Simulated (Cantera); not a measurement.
**Adiabatic ignition**

An adiabatic, constant-volume homogeneous reactor starts with 1.98 % C3H8, 20.6 % O2, 77.5 % N2, at 1498 K and 1.50 bar.

Computed with Cantera and GRI-Mech 3.0 (53 species, 325 reactions). GRI-Mech 3.0 was tuned for natural gas; its chemistry of propane as a main component is partial and can be far from experiment.

| t (s) | T (K) | P (bar) | x C3H8 | x O2 | x NO | x C2H2 | x CH2 |
|---|---|---|---|---|---|---|---|
| 2.00e-6 | 1497 | 1.50 | 0.0196 | 0.205 | <1e-12 | 3.46e-9 | 6.53e-9 |
| 9.25e-6 | 1493 | 1.50 | 0.0186 | 0.205 | 1.98e-12 | 5.68e-7 | 1.58e-7 |
| 4.28e-5 | 1547 | 1.58 | 0.00738 | 0.193 | 5.58e-10 | 0.000145 | 2.96e-6 |
| 0.000198 | 2619 | 2.70 | <1e-12 | 0.102 | 0.000799 | <1e-12 | <1e-12 |
| 0.000917 | 2620 | 2.70 | <1e-12 | 0.100 | 0.00465 | <1e-12 | <1e-12 |
| 0.00424 | 2603 | 2.68 | <1e-12 | 0.0959 | 0.0139 | <1e-12 | <1e-12 |
| 0.0196 | 2596 | 2.68 | <1e-12 | 0.0941 | 0.0176 | <1e-12 | <1e-12 |
| 0.0908 | 2596 | 2.68 | <1e-12 | 0.0941 | 0.0177 | <1e-12 | <1e-12 |
| 0.420 | 2596 | 2.68 | <1e-12 | 0.0941 | 0.0177 | <1e-12 | <1e-12 |
| 1.95 | 2596 | 2.68 | <1e-12 | 0.0941 | 0.0177 | <1e-12 | <1e-12 |
| 9.00 | 2596 | 2.68 | <1e-12 | 0.0941 | 0.0177 | <1e-12 | <1e-12 |
x: mole fraction; the columns are a selection and need not sum to one.

```
Property                                                          Result
---------------------------------  -------------------------------------
time of steepest temperature rise                                54.2 µs
temperature at 9.00 s                                             2596 K
equilibrium temperature                                           2596 K
x(C3H8) at 9.00 s                  <1e-12 (gas-phase equilibrium <1e-12)
x(O2) at 9.00 s                    0.0941 (gas-phase equilibrium 0.0941)
x(NO) at 9.00 s                    0.0177 (gas-phase equilibrium 0.0177)
```
